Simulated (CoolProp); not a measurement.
Saturated liquid density (kg/m³) of R1336mzz(E): the reference equation beside estimates from Tc = 130.4 °C, pc = 2.779 MPa, ω = 0.413. Rackett uses Z = 0.29056 − 0.08775 ω.

The numbers come from the reference Helmholtz-energy equation of state, Akasaka 2023 in CoolProp.

| T (°C) | reference | Rackett | van der Waals | Redlich-Kwong | Soave-Redlich-Kwong | Peng-Robinson |
|---|---|---|---|---|---|---|
| 34.75 | 1295 | 1324 | 730.1 | 1043 | 1122 | 1272 |
| 37.75 | 1285 | 1313 | 724.4 | 1033 | 1112 | 1261 |
| 40.75 | 1275 | 1302 | 718.5 | 1022 | 1101 | 1249 |
| 43.75 | 1265 | 1291 | 712.5 | 1011 | 1091 | 1237 |
| 46.75 | 1255 | 1279 | 706.4 | 1001 | 1080 | 1225 |
| 49.75 | 1244 | 1268 | 700.1 | 989.3 | 1068 | 1212 |
| 52.75 | 1233 | 1256 | 693.8 | 977.8 | 1057 | 1199 |
| 55.75 | 1222 | 1244 | 687.3 | 966.2 | 1045 | 1185 |
| 58.65 | 1211 | 1232 | 680.9 | 954.6 | 1033 | 1172 |
| 61.65 | 1199 | 1220 | 674.1 | 942.4 | 1020 | 1158 |
| 64.65 | 1187 | 1207 | 667.2 | 929.9 | 1007 | 1143 |
| 67.65 | 1175 | 1194 | 660.1 | 917.2 | 993.5 | 1128 |

Absolute difference from the reference over all 12 rows, mean and median: Rackett 1.9 and 1.9 %, van der Waals 43.7 and 43.7 %, Redlich-Kwong 20.6 and 20.6 %, Soave-Redlich-Kwong 14.3 and 14.2 %, Peng-Robinson 2.7 and 2.7 %.
